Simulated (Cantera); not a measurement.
Charge: 1 mol SiC, 0.035 mol N₂O, 14 mol N₂, equilibrated at 1500 K and 0.133 bar.

Equilibrium computed with Cantera from the NASA thermochemical tables; the gas is ideal and each condensed phase is pure. Candidate condensed phases: C, Si, SiC, SiO₂, Si₂N₂O, Si₃N₄; 34 gas species. Mutual solubility and eutectic melting of coexisting phases are not modelled. Kinetics and transport are ignored.

Base state: N₂ 1.000, CO 0.000341 (mole fractions); condensed: C(graphite) + Si₂N₂O(s) + Si₃N₄(s).

Problem. What changes in the equilibrium state with this change: 1.9 mol CO₂ added?

Solution. 
```csv
species,before,after
N₂,1.000,0.825
CO,0.000341,0.175
SiO,4.60e-7,3.48e-5
CO₂,<1e-9,2.49e-5
"C(graphite), mol",0.995,0
"Si₂N₂O(s), mol",0.0304,0.355
"Si₃N₄(s), mol",0.313,0
"SiO₂(β-quartz), mol",0,0.290
```
The tables hold silica as quartz up to 1696 K and as liquid above; real silica turns to tridymite and cristobalite and melts near 1996 K.
